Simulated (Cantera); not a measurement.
Cantera run:

```python
import numpy as np
import cantera as ct

gas_names = [...]  # 109 gases of nasa_gas.yaml made of C, Cl, H, Si
cond_names = """
    C(gr) C6H6(L) C7H8(L) C8H18(L),n-octa Si(cr) Si(L) SiC(b)
""".split()


# ... load() reads the species with a 1 bar reference pressure and builds the phases ...
atoms = {
    'CH3SiCl3': {'C': 1, 'H': 3, 'Si': 1, 'CL': 3},
    'HCl': {'H': 1, 'CL': 1},
    'H2': {'H': 2},
}
top_T = {'C(gr)': 4500, 'SiC(b)': 3050}  # K; cautious upper limits of use, not melting points


# ... equilibrate(T, P, feed) seeds the gas with the atoms and calls Mixture.equilibrate('TP', solver="vcs", rtol=1e-11, max_steps=5000) ...
results = []
feed = {'CH3SiCl3': 1, 'HCl': 1, 'H2': 22}  # mol
P = 8700  # Pa
for T in [1573, 1673, 1773, 1873, 1973, 2073, 2173, 2273, 2373]:
    mix = equilibrate(T, P, feed)
    results.append((T, P, feed, dict(zip(mix.species_names, mix.species_moles))))

top = {s: max(r[3][s] / sum(r[3][g] for g in gas_names) for r in results) for s in gas_names}
cols = sorted((s for s in top if top[s] > 0.0001), key=lambda s: -top[s])[:9]
seen = [c for c in cond_names if any(r[3].get(c, 0) > 1e-12 for r in results)]
print("log10 of partial pressures in bar; condensed amounts in mol")
print(f"{'T/K':>10s}" + "".join(f"{s[:9]:>10s}" for s in cols + seen))
for T, P, feed, n in results:
    ng = sum(n[g] for g in gas_names)
    print(f"{T:10.4g}" + "".join(f"{np.log10(max(n[s] / ng * P / 1e5, 1e-99)):10.3f}" for s in cols)
          + "".join(f"{n.get(c, 0):10.4g}" for c in seen))
```

It prints:

```
log10 of partial pressures in bar; condensed amounts in mol
       T/K        H2       HCL         H     SiCL2        CL C2H2,acet        Si      SiCL      SiC2     C(gr)    SiC(b)
      1573    -1.133    -1.879    -4.957    -4.115    -5.804    -5.818    -9.279    -7.986   -11.778   0.02144    0.9747
      1673    -1.133    -1.882    -4.510    -3.948    -5.366    -5.377    -8.253    -7.279   -10.437   0.03101    0.9645
      1773    -1.133    -1.885    -4.112    -3.803    -4.979    -4.986    -7.344    -6.655    -9.250   0.04104    0.9514
      1873    -1.133    -1.889    -3.757    -3.677    -4.633    -4.639    -6.534    -6.099    -8.192   0.04977    0.9354
      1973    -1.134    -1.894    -3.437    -3.567    -4.324    -4.327    -5.806    -5.603    -7.244   0.05452    0.9164
      2073    -1.135    -1.902    -3.148    -3.472    -4.046    -4.047    -5.149    -5.158    -6.390    0.0521    0.8929
      2173    -1.139    -1.911    -2.886    -3.392    -3.795    -3.795    -4.554    -4.756    -5.616    0.0405    0.8599
      2273    -1.145    -1.924    -2.648    -3.325    -3.569    -3.568    -4.012    -4.394    -4.913    0.0234    0.8013
      2373    -1.155    -1.943    -2.432    -3.273    -3.366    -3.366    -3.516    -4.067    -4.270   0.02076    0.6684
```

Equilibrium computed with Cantera from the NASA thermochemical tables; the gas is ideal and each condensed phase is pure. The feed counts by its element totals alone. The tables' values for SiCl, SiCl3 are old estimates; treat these amounts as uncertain. Gases not in the tables: Si2H6 and higher silanes.
